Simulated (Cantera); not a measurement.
Charge: 1 mol SiO₂, a varied amount of F₂, 7.3 mol H₂, 9.5 mol Cl₂, at 1748 K and 10.0 mbar.

Equilibrium computed with Cantera from the NASA thermochemical tables; the gas is ideal and each condensed phase is pure. Candidate condensed phases: H₂O, Si, SiO₂; 52 gas species. The tables hold silica as quartz up to 1696 K and as liquid above; real silica turns to tridymite and cristobalite and melts near 1996 K. Equilibrium is a limit: real reactors are often held back by kinetics, nucleation or transport.

Task: What share of the Si ends up in condensed phases as a function of n(F₂) (mol), at 0.63, 0.84, 1.1, 1.5, 2, 2.6, 3.5, 4.7, 6.2, 8.3, 11, 15, 20?

Result: 
```tsv
n(F₂) (mol)	Si condensed (%)	as
0.63	97.8	SiO₂(condensed)
0.84	96.2	SiO₂(condensed)
1.1	93.5	SiO₂(condensed)
1.5	87.5	SiO₂(condensed)
2	77.3	SiO₂(condensed)
2.6	61.7	SiO₂(condensed)
3.5	33.5	SiO₂(condensed)
4.7	0.0	-
6.2	0.0	-
8.3	0.0	-
11	0.0	-
15	0.0	-
20	0.0	-
```
